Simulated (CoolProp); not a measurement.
Vapour pressure (bar) of n-pentane: the reference equation beside estimates from Tc = 196.5 °C, pc = 33.68 bar, ω = 0.251.

Values from CoolProp's reference Helmholtz-energy equation of state, Thol 2019.

```csv
T (°C),reference,van der Waals,Redlich-Kwong,Soave-Redlich-Kwong,Peng-Robinson
89.85,4.689,10.98,6.444,4.729,4.676
99.95,5.924,12.49,7.872,5.987,5.913
110.15,7.402,14.14,9.523,7.496,7.398
120.35,9.139,15.93,11.40,9.269,9.147
130.55,11.16,17.84,13.51,11.33,11.19
140.65,13.48,19.88,15.84,13.69,13.53
150.85,16.16,22.07,18.45,16.42,16.24
161.05,19.22,24.40,21.34,19.52,19.34
171.15,22.68,26.86,24.48,23.00,22.83
```

Absolute difference from the reference over all 9 rows, mean and median: van der Waals 66.6 and 59.9 %, Redlich-Kwong 21.7 and 21.1 %, Soave-Redlich-Kwong 1.4 and 1.4 %, Peng-Robinson 0.3 and 0.3 %.
